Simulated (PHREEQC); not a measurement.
A PHREEQC input (ion-association model, phreeqc.dat):

```
SOLUTION 1
  temp 25
  units M
  pH 6.2
  pe 10.8
  Na 0.347
  K 2.28
  Ca 0.307
  Mg 2.1
  Cl 4.46
  S(6) 0.699 as SO4
  Alkalinity 7.05 as HCO3
  Cd 0.0115
END
USE solution 1
EQUILIBRIUM_PHASES 1
  Gypsum 0 0
  CO2(g) -3.4 10
END
```

It stops with these messages:

```
ERROR: Calculations terminating due to input errors.
```

The fault: a unit that the program doesn't know. The line should read `units mg/kgw` where the input has `units M`. With the mend the run ends at pH 7.27 and ionic strength 0.000360 mol/kgw.
